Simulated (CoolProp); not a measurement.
Vapour-liquid equilibrium of CH3F (R41) (1) + chloromethane (R40) (2) at 0.535 MPa; x and y are mole fractions of (1).

The numbers come from the multi-fluid Helmholtz-energy mixture model, Lemmon 2006 and Thol 2014; pair parameters Bell 2016 in CoolProp.

```json
[
 {"x": "0.05", "bubble temperature, mixture model (K)": "287.3", "bubble temperature, Raoult's law (K)": "286.9", "y, mixture model": "0.242", "y, Raoult's law": "0.272"},
 {"x": "0.2", "bubble temperature, mixture model (K)": "268.1", "bubble temperature, Raoult's law (K)": "268.5", "y, mixture model": "0.646", "y, Raoult's law": "0.672"},
 {"x": "0.35", "bubble temperature, mixture model (K)": "255.7", "bubble temperature, Raoult's law (K)": "256.7", "y, mixture model": "0.813", "y, Raoult's law": "0.831"},
 {"x": "0.5", "bubble temperature, mixture model (K)": "247.4", "bubble temperature, Raoult's law (K)": "248.3", "y, mixture model": "0.893", "y, Raoult's law": "0.909"},
 {"x": "0.65", "bubble temperature, mixture model (K)": "241.4", "bubble temperature, Raoult's law (K)": "241.8", "y, mixture model": "0.938", "y, Raoult's law": "0.952"},
 {"x": "0.8", "bubble temperature, mixture model (K)": "236.6", "bubble temperature, Raoult's law (K)": "236.7", "y, mixture model": "0.968", "y, Raoult's law": "0.979"},
 {"x": "0.95", "bubble temperature, mixture model (K)": "232.6", "bubble temperature, Raoult's law (K)": "232.5", "y, mixture model": "0.993", "y, Raoult's law": "0.996"}
]
```

The largest gap from Raoult's law is -1.0 K in bubble temperature, at x = 0.35. No azeotrope shows between x = 0.05 and 0.95.

The pair parameters rest on a limited set of measurements; away from them the model extrapolates. The gap from Raoult's law changes sign with composition, which may be real or a fault of the pair parameters; it wasn't checked against measurements.
